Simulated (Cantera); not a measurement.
A perfectly stirred reactor is fed with 27.6 % CO, 0.855 % H2, 1.79 % CH4, 13.7 % O2, 51.6 % N2, 2.07 % CO2, 2.43 % H2O, at 4.93 atm; it is adiabatic with a 750 K inlet, and is followed from long to short residence time, starting on the burning branch (τ in s: 0.14, 0.042, 0.013, 0.0039, 0.0012, 0.00036, 0.00011, 3.3e-05, 1e-05).

Model: GRI-Mech 3.0 (53 species, 325 reactions), integrated in Cantera.

One state of this run: T (K) = 2365; x CO = 0.117; x H2 = 0.00551; x CH4 = 1.15e-5; x C2H2 = 8.76e-10; x H2O = 0.0642; x NO = 0.000480; x CH2 = 4.14e-7. x: mole fraction; the columns are a selection and need not sum to one.

Task: Which value of τ (s) does it belong to?
A) 0.0039
B) 3.3e-5
C) 0.00036
D) 0.0012

Result: C, 0.00036
